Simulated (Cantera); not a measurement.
A Cantera script and its output.

```python
import numpy as np
import cantera as ct

gas = ct.Solution("h2o2.yaml")
gas.TPX = 1275, 1333, {'H2': 0.0054, 'O2': 1, 'N2': 0.21}
reactor = ct.IdealGasConstPressureReactor(gas, energy="off", clone=False)
net = ct.ReactorNet([reactor])
net.rtol, net.atol = 1e-08, 1e-18
show = ['H2', 'O2', 'H2O2', 'H2O', 'O', 'HO2']
times = np.geomspace(0.0006, 300, 14)

steps = ct.SolutionArray(gas, extra=["t"])
rows = []
print(f"{'t/s':>10s}{'T/K':>9s}{'P/Pa':>11s}" + "".join(f"{s:>11s}" for s in show))
for t in times:
    while net.time < t:
        t_next = net.step()
        steps.append(gas.state, t=t_next)
    rows.append([np.interp(t, steps.t, y) for y in (steps.T, steps.P, *steps(*show).X.T)])
    print(f"{t:10.3e}{rows[-1][0]:9.1f}{rows[-1][1]:11.4g}" + "".join(f"{x:11.3e}" for x in rows[-1][2:]))
rate = np.gradient(steps.T, steps.t)
print("integrator steps:", len(steps.t))
if steps.T.max() > steps.T[0] + 200:
    print(f"time of steepest temperature rise: {steps.t[rate.argmax()]:.4e} s")
gas.TPX = 1275, 1333, {'H2': 0.0054, 'O2': 1, 'N2': 0.21}
gas.equilibrate("TP")
print(f"equilibrium (TP): T = {gas.T:.1f} K  " + "  ".join(f"{s} {gas[s].X[0]:.3e}" for s in show))
```

Output:

```
       t/s      T/K       P/Pa         H2         O2       H2O2        H2O          O        HO2
 6.000e-04   1275.0       1333  4.443e-03  8.228e-01  1.478e-12  3.471e-09  1.004e-08  7.659e-09
 1.646e-03   1275.0       1333  4.443e-03  8.228e-01  1.044e-11  4.253e-08  5.954e-08  2.105e-08
 4.518e-03   1275.0       1333  4.441e-03  8.228e-01  6.785e-11  1.705e-06  1.665e-06  6.024e-08
 1.240e-02   1275.0       1333  1.514e-03  8.200e-01  2.697e-08  2.370e-03  2.210e-03  5.819e-07
 3.402e-02   1275.0       1333  9.965e-06  8.186e-01  6.727e-09  4.170e-03  3.865e-03  3.090e-07
 9.334e-02   1275.0       1333  8.978e-06  8.190e-01  6.575e-09  4.189e-03  3.483e-03  2.934e-07
 2.561e-01   1275.0       1333  6.969e-06  8.198e-01  6.183e-09  4.230e-03  2.682e-03  2.573e-07
 7.028e-01   1275.0       1333  3.940e-06  8.209e-01  5.205e-09  4.296e-03  1.497e-03  1.891e-07
 1.928e+00   1275.0       1333  1.392e-06  8.218e-01  3.366e-09  4.365e-03  5.223e-04  1.033e-07
 5.292e+00   1275.0       1333  3.227e-07  8.222e-01  1.410e-09  4.412e-03  1.203e-04  3.980e-08
 1.452e+01   1275.0       1333  6.273e-08  8.223e-01  3.989e-10  4.435e-03  2.333e-05  1.234e-08
 3.984e+01   1275.0       1333  1.304e-08  8.224e-01  9.974e-11  4.445e-03  4.856e-06  5.267e-09
 1.093e+02   1275.0       1333  3.725e-09  8.224e-01  3.157e-11  4.449e-03  1.390e-06  5.196e-09
 3.000e+02   1275.0       1333  2.393e-09  8.224e-01  2.126e-11  4.449e-03  8.943e-07  5.844e-09
integrator steps: 1744
equilibrium (TP): T = 1275.0 K  H2 2.362e-09  O2 8.224e-01  H2O2 2.102e-11  H2O 4.449e-03  O 8.828e-07  HO2 5.868e-09
```

Detailed kinetics in Cantera: the H2/O2 subset of GRI-Mech 3.0, which has no nitrogen chemistry. Radical loss at walls, strong at low pressure, is not modelled.
